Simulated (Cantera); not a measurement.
An isothermal, constant-pressure homogeneous reactor starts with H2 : O2 = 0.0094 : 2.2 (molar parts), at 1275 K and 11.3 Torr.

Detailed kinetics in Cantera: the H2/O2 subset of GRI-Mech 3.0, which has no nitrogen chemistry. Radical loss at walls, strong at low pressure, is not modelled.

x: mole fraction; the columns are a selection and need not sum to one.

```json
[
 {"t (s)": "0.000400", "x H2": "0.00425", "x O2": "0.996", "x H": "8.30e-10", "x H2O2": "<1e-12", "x O": "7.87e-9", "x H2O": "2.06e-9"},
 {"t (s)": "0.00119", "x H2": "0.00425", "x O2": "0.996", "x H": "2.54e-9", "x H2O2": "7.87e-12", "x O": "4.47e-8", "x H2O": "2.75e-8"},
 {"t (s)": "0.00356", "x H2": "0.00425", "x O2": "0.996", "x H": "4.61e-8", "x H2O2": "6.10e-11", "x O": "1.01e-6", "x H2O": "1.00e-6"},
 {"t (s)": "0.0106", "x H2": "(withheld)", "x O2": "0.994", "x H": "9.06e-5", "x H2O2": "2.59e-8", "x O": "0.00172", "x H2O": "0.00182"},
 {"t (s)": "0.0317", "x H2": "(withheld)", "x O2": "0.992", "x H": "6.66e-5", "x H2O2": "7.24e-9", "x O": "0.00371", "x H2O": "0.00400"},
 {"t (s)": "0.0948", "x H2": "(withheld)", "x O2": "0.992", "x H": "5.50e-5", "x H2O2": "7.03e-9", "x O": "0.00326", "x H2O": "0.00402"},
 {"t (s)": "0.283", "x H2": "(withheld)", "x O2": "0.993", "x H": "3.30e-5", "x H2O2": "6.45e-9", "x O": "0.00231", "x H2O": "0.00407"},
 {"t (s)": "0.844", "x H2": "(withheld)", "x O2": "0.995", "x H": "1.04e-5", "x H2O2": "4.99e-9", "x O": "0.00107", "x H2O": "0.00414"},
 {"t (s)": "2.52", "x H2": "(withheld)", "x O2": "0.995", "x H": "1.42e-6", "x H2O2": "2.62e-9", "x O": "0.000281", "x H2O": "0.00420"},
 {"t (s)": "7.52", "x H2": "(withheld)", "x O2": "0.996", "x H": "1.10e-7", "x H2O2": "8.13e-10", "x O": "5.10e-5", "x H2O": "0.00424"},
 {"t (s)": "22.4", "x H2": "(withheld)", "x O2": "0.996", "x H": "7.90e-9", "x H2O2": "1.84e-10", "x O": "8.78e-6", "x H2O": "0.00425"},
 {"t (s)": "67.0", "x H2": "(withheld)", "x O2": "0.996", "x H": "8.11e-10", "x H2O2": "4.59e-11", "x O": "1.92e-6", "x H2O": "0.00426"},
 {"t (s)": "200", "x H2": "(withheld)", "x O2": "0.996", "x H": "2.81e-10", "x H2O2": "2.42e-11", "x O": "9.48e-7", "x H2O": "0.00426"}
]
```

Task: What belongs in the gaps?

Result: 
- 0.0106, x H2: 0.00195
- 0.0317, x H2: 7.58e-6
- 0.0948, x H2: 6.67e-6
- 0.283, x H2: 4.77e-6
- 0.844, x H2: 2.23e-6
- 2.52, x H2: 5.96e-7
- 7.52, x H2: 1.08e-7
- 22.4, x H2: 1.87e-8
- 67.0, x H2: 4.08e-9
- 200, x H2: 2.00e-9
